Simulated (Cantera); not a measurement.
A perfectly stirred reactor is fed with CO : H2 : CH4 : O2 : N2 = 1 : 0.17 : 0.84 : 2.98 : 11.2 (molar parts), equivalence ratio 0.76, at 44000 Pa; it is adiabatic with a 300 K inlet, and is followed from long to short residence time, starting on the burning branch (τ in s: 0.025, 0.013, 0.0073, 0.004, 0.0022, 0.0012, 0.00064, 0.00035, 0.00019, 0.0001, 5.7e-05, 3.1e-05).

Detailed kinetics in Cantera: GRI-Mech 3.0 (53 species, 325 reactions).

**Question.** What does this change do: CH4 0.84 to 1.2 parts?

**Answer.** 
```
quantity                                                                        before                                 after
------------------------------------------------  ------------------------------------  ------------------------------------
blow-out, bracketed by the residence times tried  burning at 0.350 ms, out at 0.190 ms  burning at 0.190 ms, out at 0.100 ms
x(CO) at τ = 25.0 ms                                                           0.00830                                0.0270
x(H2) at τ = 25.0 ms                                                           0.00185                               0.00718
x(CH4) at τ = 25.0 ms                                                          1.28e-5                               1.07e-5
x(CH3) at τ = 25.0 ms                                                          3.20e-6                               4.54e-6
x(CH2O) at τ = 25.0 ms                                                         1.93e-6                               1.67e-6
x(CO) at τ = 0.640 ms                                                           0.0310                                0.0466
x(H2) at τ = 0.640 ms                                                          0.00677                                0.0148
x(CH4) at τ = 0.640 ms                                                        0.000268                              0.000222
x(CH3) at τ = 0.640 ms                                                         3.30e-5                               5.16e-5
x(CH2O) at τ = 0.640 ms                                                        2.61e-5                               2.26e-5
```

**Question.** What does this change do: 0.57 parts CO2 added?

**Answer.** 
```csv
quantity,before,after
"blow-out, bracketed by the residence times tried","burning at 0.350 ms, out at 0.190 ms","burning at 0.350 ms, out at 0.190 ms"
x(CO) at τ = 25.0 ms,0.00830,0.00901
x(H2) at τ = 25.0 ms,0.00185,0.00163
x(CH4) at τ = 25.0 ms,1.28e-5,1.56e-5
x(CH3) at τ = 25.0 ms,3.20e-6,3.43e-6
x(CH2O) at τ = 25.0 ms,1.93e-6,2.23e-6
x(CO) at τ = 0.640 ms,0.0310,0.0339
x(H2) at τ = 0.640 ms,0.00677,0.00604
x(CH4) at τ = 0.640 ms,0.000268,0.000359
x(CH3) at τ = 0.640 ms,3.30e-5,3.70e-5
x(CH2O) at τ = 0.640 ms,2.61e-5,3.18e-5
```
